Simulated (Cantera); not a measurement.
# Aluminium nitride and oxide growth: Al(CH₃)₃ + N₂O + N₂

Input: 1 mol Al(CH₃)₃, 11 mol N₂O, a varied amount of N₂, equilibrated at 1375 °C and 71.0 Pa.

Method: chemical equilibrium by Gibbs-energy minimisation in Cantera with the NASA 1993 tables (ideal gas, pure condensed phases). Candidate condensed phases: Al, AlN, Al₂O₃, C, C₆H₆, C₇H₈, C₈H₁₈, H₂O; 148 gas species. The feed counts by its element totals alone. Equilibrium is a limit: real reactors are often held back by kinetics, nucleation or transport.

```json
[
 {"n(N₂) (mol)": "15", "x N₂": "0.776", "x H₂O": "0.123", "x CO₂": "0.0703", "x CO": "0.0193", "x H₂": "0.0106", "n Al₂O₃(s)": "0.500"},
 {"n(N₂) (mol)": "19", "x N₂": "0.800", "x H₂O": "0.110", "x CO₂": "0.0628", "x CO": "0.0172", "x H₂": "0.00944", "n Al₂O₃(s)": "0.500"},
 {"n(N₂) (mol)": "25", "x N₂": "0.827", "x H₂O": "0.0950", "x CO₂": "0.0541", "x CO": "0.0148", "x H₂": "0.00814", "n Al₂O₃(s)": "0.500"},
 {"n(N₂) (mol)": "33", "x N₂": "0.854", "x H₂O": "0.0803", "x CO₂": "0.0457", "x CO": "0.0125", "x H₂": "0.00688", "n Al₂O₃(s)": "0.500"},
 {"n(N₂) (mol)": "42", "x N₂": "0.876", "x H₂O": "0.0683", "x CO₂": "0.0389", "x CO": "0.0107", "x H₂": "0.00586", "n Al₂O₃(s)": "0.500"},
 {"n(N₂) (mol)": "55", "x N₂": "0.898", "x H₂O": "0.0562", "x CO₂": "0.0320", "x CO": "0.00880", "x H₂": "0.00483", "n Al₂O₃(s)": "0.500"},
 {"n(N₂) (mol)": "71", "x N₂": "0.916", "x H₂O": "0.0461", "x CO₂": "0.0263", "x CO": "0.00724", "x H₂": "0.00397", "n Al₂O₃(s)": "0.500"},
 {"n(N₂) (mol)": "92", "x N₂": "0.932", "x H₂O": "0.0374", "x CO₂": "0.0213", "x CO": "0.00587", "x H₂": "0.00322", "n Al₂O₃(s)": "0.500"},
 {"n(N₂) (mol)": "120", "x N₂": "0.946", "x H₂O": "0.0298", "x CO₂": "0.0170", "x CO": "0.00469", "x H₂": "0.00257", "n Al₂O₃(s)": "0.500"},
 {"n(N₂) (mol)": "150", "x N₂": "0.955", "x H₂O": "0.0245", "x CO₂": "0.0139", "x CO": "0.00386", "x H₂": "0.00212", "n Al₂O₃(s)": "0.500"}
]
```
x: gas mole fraction; n: condensed amount in mol.

From 15 mol N₂ to 150 mol N₂ the condensed part is Al₂O₃(s).
